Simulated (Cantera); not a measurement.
**Equilibrium for silicon etching in halogen gases: Si + HCl**

A closed system holds: 1 mol Si, 11 mol HCl, at 177 °C and 200 Pa.

Equilibrium computed with Cantera from the NASA thermochemical tables; the gas is ideal and each condensed phase is pure. Candidate condensed phases: Si; 19 gas species. Equilibrium is a limit: real reactors are often held back by kinetics, nucleation or transport.

* **x(HCl)**: 0.700
* **x(H₂)**: 0.200
* **x(SiCl₄)**: 0.100
* **gas amount**: 10.00 mol
* **log10 activity of Si(s) (absent)**: -24.11
